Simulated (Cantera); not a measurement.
# Transport properties of process gases

Gas mixture: C2H4 : CH4 : C2H6 = 0.53 : 0.47 : 0.6 (molar parts), at 0.227 atm, frozen composition.

Cantera's kinetic-theory transport with the Lennard-Jones parameters of GRI-Mech 3.0, ideal gas; thermal conductivity in the mixture-averaged form. The composition is frozen, though it would react at the higher temperatures.

```tsv
T (K)	ρ (kg/m³)	cp (J/kg/K)	μ (µPa s)	λ (mW/m/K)	Pr	D (cm²/s) CO2	D (cm²/s) CH4	D (cm²/s) H2O
400	0.175	2127	13.2	38.8	0.724	0.946	1.23	1.33
650	0.108	3031	19.8	81.6	0.735	2.30	2.93	3.40
900	0.0777	3675	25.3	127	0.733	4.08	5.16	6.19
1150	0.0608	4182	30.1	171	0.737	6.23	7.83	9.59
1400	0.0500	4541	34.5	213	0.736	8.70	10.9	13.5
1650	0.0424	4806	38.5	252	0.734	11.5	14.4	18.0
1900	0.0368	5001	42.3	289	0.731	14.5	18.2	22.9
2150	0.0325	5146	45.9	324	0.729	17.9	22.3	28.2
2400	0.0291	5258	49.3	356	0.727	21.5	26.8	34.0
```
D: mixture-averaged diffusion coefficient of that species in the mixture.
